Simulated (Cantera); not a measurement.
Input: 1 mol Ti(OiPr)4, a varied amount of O2, equilibrated at 1250 K and 1.00 bar.

Equilibrium computed with Cantera from the NASA thermochemical tables; the gas is ideal and each condensed phase is pure. Candidate condensed phases: C, C6H6, C7H8, C8H18, H2O, Ti, TiC, TiO, TiO2, Ti2O3, Ti3O5, Ti4O7; 113 gas species. The feed counts by its element totals alone. Kinetics and transport are ignored.

Task: At 1.8 mol O2, list the 5 most abundant gas species with their mole fractions, and the condensed phases.

Result: H2 0.707, CO 0.284, CH4 0.00549, H2O 0.00302, CO2 0.000775. Condensed: C(graphite) + TiO2(rutile).
